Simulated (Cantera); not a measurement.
Mixture: H₂ : O₂ : N₂ = 1 : 0.333 : 3.4 (molar parts), equivalence ratio 1.5, at 500000 Pa, adiabatic and at constant volume. Ignition delay is the time to a rise of 400 K.

Cantera simulation using the H2/O2 subset of GRI-Mech 3.0, which has no nitrogen chemistry; the numbers are that mechanism's predictions, not measurements. The hydrogen kinetics of GRI-Mech 3.0 are dated; newer H2 mechanisms differ, most at raised pressure. Where the delays flatten at high temperature, the 400 K rule measures the pace of heat release, not the induction time.

**Question.** Predict: delay at 1000 K; delay at 1200 K; delay at 1400 K; delay at 1600 K.

**Answer.** 
```
Item               Value
---------------  -------
delay at 1000 K  13.5 ms
delay at 1200 K  29.2 µs
delay at 1400 K  7.88 µs
delay at 1600 K  4.39 µs
```
